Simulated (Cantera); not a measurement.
Feed: 1 mol C2H5OH, 3.1 mol H2, held at 800 K and 75.0 Torr.

These are equilibrium values from Cantera (NASA tables, ideal gas, pure condensed phases), not measurements of a reactor. The numbers say what is thermodynamically allowed, not how fast it happens.

```
species           before     after
----------------  ------  --------
H2                 0.773     0.928
CH4               0.0804    0.0466
H2O               0.0814    0.0208
CO                0.0450   0.00386
CO2               0.0200  0.000366
C(graphite), mol    1.13         0
```
Gas species are given as mole fractions.

Name the change that produced these shifts.
A. pressure from 75.0 Torr to 0.203 Torr
B. H2 from 3.1 to 38 mol
C. temperature from 800 K to 625 K
D. pressure from 75.0 Torr to 5550 Torr

B, H2 from 3.1 to 38 mol
